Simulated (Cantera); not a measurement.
Cantera run:

```python
import numpy as np
import cantera as ct

gas_names = [...]  # 76 gases of nasa_gas.yaml made of C, H
cond_names = """
    C(gr) C6H6(L) C7H8(L) C8H18(L),n-octa
""".split()


# ... load() reads the species with a 1 bar reference pressure and builds the phases ...
atoms = {
    'toluene': {'C': 7, 'H': 8},
    'H2': {'H': 2},
}
top_T = {'C(gr)': 4500}  # K; cautious upper limits of use, not melting points


# ... equilibrate(T, P, feed) seeds the gas with the atoms and calls Mixture.equilibrate('TP', solver="vcs", rtol=1e-11, max_steps=5000) ...
results = []
feed = {'toluene': 1, 'H2': 14}  # mol
T = 598  # K
P = 13332.2  # Pa
mix = equilibrate(T, P, feed)
results.append((T, P, feed, dict(zip(mix.species_names, mix.species_moles))))
print(gas.report(threshold=0.0001))
for i in range(1, mix.n_phases):
    print(f"{mix.phase(i).name:16s} {mix.phase_moles(i):12.5e} mol")
```

Result:

```
       temperature   598 K
          pressure   13332 Pa
           density   0.029341 kg/m^3
  mean mol. weight   10.942 kg/kmol
   phase of matter   gas

                          1 kg             1 kmol
                     ---------------   ---------------
          enthalpy       -3.2872e+06       -3.5969e+07  J
   internal energy       -3.7416e+06       -4.0941e+07  J
           entropy             19610        2.1458e+05  J/K
    Gibbs function       -1.5014e+07       -1.6429e+08  J
 heat capacity c_p            4031.7             44115  J/K
 heat capacity c_v            3271.8             35801  J/K

                      mass frac. Y      mole frac. X     chem. pot. / RT
                     ---------------   ---------------   ---------------
               CH4             0.933           0.63636           -40.823
                H2          0.066996           0.36364           -19.426
     [  +74 minor]         1.715e-06        6.2406e-07

C(gr)             0.00000e+00 mol
```

Cantera equilibrium calculation (NASA polynomials, part measured and part estimated; ideal gas, pure solids and liquids).
